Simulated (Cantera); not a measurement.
A perfectly stirred reactor is fed with 5.22 % CH4, 19.0 % O2, 75.8 % N2, equivalence ratio 0.55, at 0.454 atm; it is adiabatic with a 500 K inlet, and is followed from long to short residence time, starting on the burning branch (τ in s: 0.044, 0.019, 0.0078, 0.0033, 0.0014, 0.0006, 0.00025, 0.00011, 4.5e-05).

Model: GRI-Mech 3.0 (53 species, 325 reactions), integrated in Cantera.

Task: Predict: blow-out, bracketed by the residence times tried; x(CH4) at τ = 44.0 ms; x(O2) at τ = 44.0 ms; x(CH2O) at τ = 44.0 ms; x(H2) at τ = 44.0 ms; x(O) at τ = 44.0 ms; x(CH4) at τ = 1.40 ms; x(O2) at τ = 1.40 ms; x(CH2O) at τ = 1.40 ms; x(H2) at τ = 1.40 ms; x(O) at τ = 1.40 ms.

Result: 
* **blow-out, bracketed by the residence times tried**: burning at 0.600 ms, out at 0.250 ms
* **x(CH4) at τ = 44.0 ms**: 2.77e-5
* **x(O2) at τ = 44.0 ms**: 0.0856
* **x(CH2O) at τ = 44.0 ms**: 3.05e-6
* **x(H2) at τ = 44.0 ms**: 0.000321
* **x(O) at τ = 44.0 ms**: 0.000538
* **x(CH4) at τ = 1.40 ms**: 0.000326
* **x(O2) at τ = 1.40 ms**: 0.0890
* **x(CH2O) at τ = 1.40 ms**: 3.30e-5
* **x(H2) at τ = 1.40 ms**: 0.00208
* **x(O) at τ = 1.40 ms**: 0.00292
